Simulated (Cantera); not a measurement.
A closed system holds: 1 mol Si, 0.42 mol N2O, 160 mol H2, held at 1323 K and 5.50e-5 bar.

These are equilibrium values from Cantera (NASA tables, ideal gas, pure condensed phases), not measurements of a reactor. Candidate condensed phases: H2O, Si, SiO2, Si2N2O, Si3N4; 35 gas species. Mutual solubility and eutectic melting of coexisting phases are not modelled. Equilibrium is a limit: real reactors are often held back by kinetics, nucleation or transport.

Base state: H2 0.997, N2 0.00139, SiO 0.00139, H 0.000214 (mole fractions); condensed: Si(s) + Si2N2O(s).

Question: What changes in the equilibrium state with this change: temperature from 1323 K to 1448.15 K?

Answer: 
| species | before | after |
|---|---|---|
| H2 | 0.997 | 0.993 |
| SiO | 0.00139 | 0.00261 |
| N2 | 0.00139 | 0.00261 |
| Si | 1.61e-6 | 5.34e-5 |
| H | 0.000214 | 0.00124 |
| Si(s), mol | 0.383 | 0.571 |
| Si2N2O(s), mol | 0.197 | 0 |
